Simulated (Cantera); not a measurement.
**NO annealing gas**

An isothermal, constant-pressure homogeneous reactor starts with 14.5 % NO, 85.5 % N2, at 1773 K and 0.580 bar.

Detailed kinetics in Cantera: GRI-Mech 3.0 (53 species, 325 reactions).

```tsv
t (s)	x NO	x N2O	x O2	x N2	x NO2	x O
0.000300	0.145	6.37e-7	2.50e-9	0.855	3.42e-7	3.44e-7
0.000693	0.145	1.40e-6	1.12e-8	0.855	1.10e-6	5.47e-7
0.00160	0.145	2.90e-6	6.23e-8	0.855	3.12e-6	9.88e-7
0.00370	0.145	5.28e-6	4.97e-7	0.855	8.28e-6	2.05e-6
0.00854	0.145	7.65e-6	4.58e-6	0.855	1.83e-5	3.97e-6
0.0197	0.145	8.54e-6	2.68e-5	0.855	2.49e-5	5.20e-6
0.0456	0.145	8.57e-6	8.80e-5	0.855	2.58e-5	5.38e-6
0.105	0.144	8.54e-6	0.000230	0.855	2.68e-5	5.58e-6
0.243	0.144	8.46e-6	0.000558	0.856	2.89e-5	6.01e-6
0.562	0.142	8.27e-6	0.00131	0.856	3.32e-5	6.91e-6
1.30	0.139	7.86e-6	0.00303	0.858	4.08e-5	8.61e-6
3.00	0.131	6.99e-6	0.00685	0.862	5.21e-5	1.15e-5
```
x: mole fraction; the columns are a selection and need not sum to one.

Equilibrium at this temperature and pressure: NO 0.00240, N2O 1.14e-7, O2 0.0712, N2 0.926, NO2 2.82e-6, O 3.31e-5 (gas phase only).
